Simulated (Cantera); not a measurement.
What does this Cantera script print?

```python
import numpy as np
import cantera as ct

gas = ct.Solution("gri30.yaml")
gas.TPX = 2675, 1800, {'CH4': 0.0044, 'H2': 1, 'O2': 0.014}
reactor = ct.IdealGasConstPressureReactor(gas, energy="off", clone=False)
net = ct.ReactorNet([reactor])
net.rtol, net.atol = 1e-08, 1e-18
show = ['CH4', 'H2', 'O2', 'CH3', 'CO', 'C2H6']
times = np.geomspace(0.0006, 50, 15)

steps = ct.SolutionArray(gas, extra=["t"])
rows = []
print(f"{'t/s':>10s}{'T/K':>9s}{'P/Pa':>11s}" + "".join(f"{s:>11s}" for s in show))
for t in times:
    while net.time < t:
        t_next = net.step()
        steps.append(gas.state, t=t_next)
    rows.append([np.interp(t, steps.t, y) for y in (steps.T, steps.P, *steps(*show).X.T)])
    print(f"{t:10.3e}{rows[-1][0]:9.1f}{rows[-1][1]:11.4g}" + "".join(f"{x:11.3e}" for x in rows[-1][2:]))
rate = np.gradient(steps.T, steps.t)
print("integrator steps:", len(steps.t))
if steps.T.max() > steps.T[0] + 200:
    print(f"time of steepest temperature rise: {steps.t[rate.argmax()]:.4e} s")
gas.TPX = 2675, 1800, {'CH4': 0.0044, 'H2': 1, 'O2': 0.014}
gas.equilibrate("TP")
print(f"equilibrium (TP): T = {gas.T:.1f} K  " + "  ".join(f"{s} {gas[s].X[0]:.3e}" for s in show))
```

Output:

```
       t/s      T/K       P/Pa        CH4         H2         O2        CH3         CO       C2H6
 6.000e-04   2675.0       1800  2.109e-03  9.339e-01  4.072e-05  1.382e-03  2.513e-04  4.550e-08
 1.348e-03   2675.0       1800  1.333e-03  9.287e-01  9.074e-08  1.026e-03  5.529e-04  2.130e-08
 3.028e-03   2675.0       1800  5.604e-04  9.221e-01  1.247e-07  5.156e-04  1.190e-03  4.439e-09
 6.802e-03   2675.0       1800  1.828e-04  9.139e-01  1.652e-07  2.020e-04  2.283e-03  5.529e-10
 1.528e-02   2675.0       1800  4.287e-05  9.012e-01  2.292e-07  5.924e-05  3.673e-03  3.626e-11
 3.432e-02   2675.0       1800  1.374e-07  8.770e-01  4.136e-07  2.615e-07  4.114e-03  4.718e-16
 7.710e-02   2675.0       1800  1.810e-12  8.300e-01  9.970e-07  5.420e-12  4.012e-03  1.099e-25
 1.732e-01   2675.0       1800  2.671e-13  7.569e-01  2.587e-06  1.324e-12  3.850e-03  3.221e-27
 3.891e-01   2675.0       1800  5.999e-14  6.874e-01  5.104e-06  4.323e-13  3.695e-03  2.044e-28
 8.740e-01   2675.0       1800  3.696e-14  6.628e-01  6.290e-06  3.001e-13  3.640e-03  8.381e-29
 1.963e+00   2675.0       1800  3.598e-14  6.614e-01  6.363e-06  2.940e-13  3.637e-03  7.977e-29
 4.411e+00   2675.0       1800  3.598e-14  6.614e-01  6.363e-06  2.940e-13  3.637e-03  7.977e-29
 9.908e+00   2675.0       1800  3.598e-14  6.614e-01  6.363e-06  2.940e-13  3.637e-03  7.977e-29
 2.226e+01   2675.0       1800  3.598e-14  6.614e-01  6.363e-06  2.940e-13  3.637e-03  7.977e-29
 5.000e+01   2675.0       1800  3.598e-14  6.614e-01  6.363e-06  2.940e-13  3.637e-03  7.977e-29
integrator steps: 2007
equilibrium (TP): T = 2675.0 K  CH4 3.721e-14  H2 6.614e-01  O2 6.363e-06  CH3 3.041e-13  CO 3.637e-03  C2H6 8.523e-29
```

Cantera simulation using GRI-Mech 3.0 (53 species, 325 reactions); the numbers are that mechanism's predictions, not measurements. Radical loss at walls, strong at low pressure, is not modelled.
